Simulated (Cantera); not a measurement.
Mixture: CH4 : H2 : O2 : N2 = 1 : 0.064 : 1.56 : 5.88 (molar parts), equivalence ratio 1.3, at 1.00 bar, adiabatic and at constant volume. Ignition delay is the time to a rise of 400 K.

Model: GRI-Mech 3.0 (53 species, 325 reactions), integrated in Cantera.

Q: What does this change do: 0.15 parts C2H6 added?

A: 
| quantity | before | after |
|---|---|---|
| delay at 1275 K | 10.1 ms | 1.39 ms |
| delay at 1425 K | 1.88 ms | 0.357 ms |
| delay at 1575 K | 0.462 ms | 0.108 ms |
| delay at 1725 K | 0.152 ms | 40.4 µs |
| delay at 1875 K | 61.6 µs | 19.1 µs |
| apparent activation energy between 1725 and 1875 K | 160 kJ/mol | 130 kJ/mol |
